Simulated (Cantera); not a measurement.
## Si + F2 (silicon etching in halogen gases)

Feed: 1 mol Si, 2.3 mol F2, held at 13300 Pa.

Method: chemical equilibrium by Gibbs-energy minimisation in Cantera with the NASA 1993 tables (ideal gas, pure condensed phases). Candidate condensed phases: Si; 9 gas species. Equilibrium is a limit: real reactors are often held back by kinetics, nucleation or transport.

From 577 °C to 1327 °C nothing is condensed. The main Si-bearing gas is SiF4 throughout.

| T (°C) | x SiF4 | x F | x F2 |
|---|---|---|---|
| 577 | 0.761 | 0.0219 | 0.217 |
| 652 | 0.749 | 0.0536 | 0.198 |
| 727 | 0.727 | 0.109 | 0.164 |
| 802 | 0.698 | 0.184 | 0.117 |
| 877 | 0.669 | 0.261 | 0.0704 |
| 952 | 0.647 | 0.317 | 0.0360 |
| 1027 | 0.636 | 0.348 | 0.0169 |
| 1102 | 0.630 | 0.362 | 0.00793 |
| 1177 | 0.627 | 0.369 | 0.00387 |
| 1252 | 0.626 | 0.372 | 0.00199 |
| 1327 | 0.626 | 0.373 | 0.00108 |
x: gas mole fraction; nothing condenses.
